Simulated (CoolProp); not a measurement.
Fluoroethane (R161) along the isotherm -79.75 °C: Z from the reference equation and from simpler models built on Tc = 102.1 °C, pc = 50.10 bar, ω = 0.216; each cubic takes its own stable root.

Model: reference Helmholtz-energy equation of state, Wu 2012, in CoolProp.

```tsv
p (bar)	phase	reference	van der Waals	Soave-Redlich-Kwong	Peng-Robinson
3.12	liquid	0.01066	0.01858	0.01232	0.01094
6.25	liquid	0.02134	0.03719	0.02467	0.02192
9.38	liquid	0.03203	0.05575	0.03701	0.03288
12.5	liquid	0.04267	0.07423	0.04930	0.04381
15.6	liquid	0.05323	0.09254	0.06151	0.05466
18.8	liquid	0.06414	0.1114	0.07410	0.06585
21.9	liquid	0.07469	0.1297	0.08629	0.07669
25	liquid	0.08524	0.1479	0.09847	0.08752
28.1	liquid	0.09579	0.1661	0.1106	0.09834
31.2	liquid	0.1063	0.1842	0.1228	0.1092
34.4	liquid	0.1172	0.2029	0.1354	0.1203
37.5	liquid	0.1277	0.2210	0.1475	0.1311
40.6	liquid	0.1382	0.2391	0.1596	0.1419
43.8	liquid	0.1491	0.2577	0.1722	0.1531
46.9	liquid	0.1596	0.2757	0.1843	0.1639
50	liquid	0.1701	0.2936	0.1964	0.1746
```
